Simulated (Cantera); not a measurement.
Charge: 1 mol CH3SiH3, 110 mol H2, at 1000 Pa.

These are equilibrium values from Cantera (NASA tables, ideal gas, pure condensed phases), not measurements of a reactor. Candidate condensed phases: C, C6H6, C7H8, C8H18, Si, SiC; 87 gas species. The feed counts by its element totals alone. Gases not in the tables: Si2H6 and higher silanes. Rates play no part.

Question: Which condensed phases are stable at each of these points (T (K)): 2073, 2148, 2223, 2298, 2373, 2448, 2523?

Answer: 
```csv
T (K),condensed phases,Si condensed (%)
2073,SiC(s),86.1
2148,SiC(s),66.2
2223,SiC(s),20.0
2298,gas only,0.0
2373,gas only,0.0
2448,gas only,0.0
2523,gas only,0.0
```

From 2073 K to 2223 K the condensed part is SiC(s). From 2298 K to 2523 K nothing is condensed.
